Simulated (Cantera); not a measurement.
A freely propagating, adiabatic, planar premixed flame of CH₄ : O₂ : N₂ = 1 : 2 : 7.52 (molar parts), equivalence ratio 1.0, unburnt at 473 K and 713 Torr; multicomponent+Soret transport, grid criteria slope 0.08 and curve 0.16, no radiation.

Model: GRI-Mech 3.0 (53 species, 325 reactions), integrated in Cantera. Burning velocities carry a grid error of a few per cent, more on coarse grids.

Q: Predict: laminar burning velocity; thermal thickness; peak x(HO₂); peak x(CH₂CO); peak x(H₂).

A: 
| Item | Result |
|---|---|
| laminar burning velocity | 83.6 cm/s |
| thermal thickness | 0.391 mm |
| peak x(HO₂) | 0.000172 |
| peak x(CH₂CO) | 0.000117 |
| peak x(H₂) | 0.0211 |
